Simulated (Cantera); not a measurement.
A closed system holds: 1 mol Si3N4, 0.13 mol N2, at 52.0 Pa.

Cantera equilibrium calculation (NASA polynomials, part measured and part estimated; ideal gas, pure solids and liquids). Candidate condensed phases: Si, Si3N4; 7 gas species. The tables' values for SiN are old estimates; treat these amounts as uncertain. Equilibrium is a limit: real reactors are often held back by kinetics, nucleation or transport.

x: gas mole fraction; n: condensed amount in mol.

| T (K) | x N2 | x Si | x Si2 | x Si3 | x Si2N | n Si(l) |
|---|---|---|---|---|---|---|
| 1775 | 0.996 | 0.00422 | 2.36e-5 | … | 7.58e-5 | 2.99 |
| 1825 | 0.991 | 0.00875 | 5.69e-5 | … | 0.000128 | 2.98 |
| 1875 | 0.982 | 0.0174 | 0.000131 | … | 0.000209 | 2.96 |
| 1925 | 0.966 | 0.0335 | 0.000287 | … | 0.000332 | 2.92 |
| 1975 | 0.936 | 0.0622 | 0.000606 | … | 0.000510 | 2.85 |
| 2025 | 0.885 | 0.112 | 0.00123 | … | 0.000757 | 2.72 |
| 2075 | 0.799 | 0.196 | 0.00242 | … | 0.00107 | 2.45 |
| 2125 | 0.658 | 0.334 | 0.00459 | … | 0.00143 | 1.87 |
| 2175 | 0.432 | 0.555 | 0.00845 | … | 0.00166 | 0.142 |
| 2225 | 0.418 | 0.573 | 0.00612 | … | 0.000935 | 0 |
| 2275 | 0.417 | 0.577 | 0.00428 | … | 0.000521 | 0 |
| 2325 | 0.416 | 0.579 | 0.00303 | … | 0.000297 | 0 |
| 2375 | 0.416 | 0.581 | 0.00217 | … | 0.000173 | 0 |

**Question.** Some entries are withheld; supply them.

**Answer.** 
- 1775, x Si3: 5.70e-6
- 1825, x Si3: 1.34e-5
- 1875, x Si3: 2.99e-5
- 1925, x Si3: 6.40e-5
- 1975, x Si3: 0.000132
- 2025, x Si3: 0.000261
- 2075, x Si3: 0.000500
- 2125, x Si3: 0.000927
- 2175, x Si3: 0.00167
- 2225, x Si3: 0.000751
- 2275, x Si3: 0.000326
- 2325, x Si3: 0.000146
- 2375, x Si3: 6.71e-5
